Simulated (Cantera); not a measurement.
Input: 1 mol HCl, 1.6 mol H2, 0.16 mol O2, equilibrated at 1625 °C.

These are equilibrium values from Cantera (NASA tables, ideal gas, pure condensed phases), not measurements of a reactor. Candidate condensed phases: H2O; 14 gas species. The ideal-gas law is rough above about 30 bar. Equilibrium is a limit: real reactors are often held back by kinetics, nucleation or transport.

log p: log10 of the partial pressure in bar; nothing condenses.

```csv
P (Pa),log p H2,log p HCl,log p H2O,log p H,log p Cl
10,-4.34,-4.47,-4.93,-5.28,-5.53
65,…,…,…,…,…
420,-2.69,-2.80,-3.29,-4.45,-4.68
2700,…,…,…,…,…
17000,-1.08,-1.19,-1.68,-3.65,-3.88
110000,-0.27,-0.37,-0.87,-3.24,-3.47
720000,0.55,0.44,-0.05,-2.83,-3.06
4700000,1.36,1.26,0.76,-2.42,-2.65
30000000,2.17,2.06,1.57,-2.02,-2.25
```

**Question.** What belongs in the gaps?

**Answer.** 
- 2700, log p H2: -1.88
- 2700, log p HCl: -1.99
- 2700, log p H2O: -2.48
- 2700, log p H: -4.05
- 2700, log p Cl: -4.28
- 65, log p H2: -3.51
- 65, log p HCl: -3.62
- 65, log p H2O: -4.11
- 65, log p H: -4.86
- 65, log p Cl: -5.10
